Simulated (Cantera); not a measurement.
## Adiabatic ignition

An adiabatic, constant-volume homogeneous reactor starts with CO : H2 : CH4 : O2 : N2 = 1 : 0.81 : 0.25 : 0.878 : 3.3 (molar parts), equivalence ratio 1.6, at 1823 K and 1050 Torr.

Model: GRI-Mech 3.0 (53 species, 325 reactions), integrated in Cantera. Above 3000 K some thermodynamic fits are extrapolated.

```tsv
t (s)	T (K)	P (bar)	x CO	x H2	x CH4	x HCO	x CH2O	x CH2CO
4.00e-6	1823	1.40	0.160	0.129	0.0396	4.92e-8	1.35e-5	2.91e-8
1.53e-5	2666	2.08	0.150	0.0532	<1e-12	8.83e-7	3.43e-9	<1e-12
5.83e-5	3041	2.31	0.150	0.0510	<1e-12	7.17e-7	6.59e-9	<1e-12
0.000222	3063	2.32	0.151	0.0517	<1e-12	7.21e-7	7.36e-9	<1e-12
0.000848	3059	2.32	0.151	0.0522	<1e-12	7.20e-7	7.43e-9	<1e-12
0.00324	3059	2.32	0.151	0.0522	<1e-12	7.20e-7	7.43e-9	<1e-12
0.0124	3059	2.32	0.151	0.0522	<1e-12	7.20e-7	7.43e-9	<1e-12
0.0471	3059	2.32	0.151	0.0522	<1e-12	7.20e-7	7.43e-9	<1e-12
0.180	3059	2.32	0.151	0.0522	<1e-12	7.20e-7	7.43e-9	<1e-12
0.687	3059	2.32	0.151	0.0522	<1e-12	7.20e-7	7.43e-9	<1e-12
2.62	3059	2.32	0.151	0.0522	<1e-12	7.20e-7	7.43e-9	<1e-12
10.0	3059	2.32	0.151	0.0522	<1e-12	7.20e-7	7.43e-9	<1e-12
```
x: mole fraction; the columns are a selection and need not sum to one.

- time of steepest temperature rise: 9.99 µs
- temperature at 10.0 s: 3059 K
- equilibrium temperature: 3059 K
- x(CO) at 10.0 s: 0.151 (gas-phase equilibrium 0.151)
- x(H2) at 10.0 s: 0.0522 (gas-phase equilibrium 0.0522)
- x(CH4) at 10.0 s: <1e-12 (gas-phase equilibrium <1e-12)
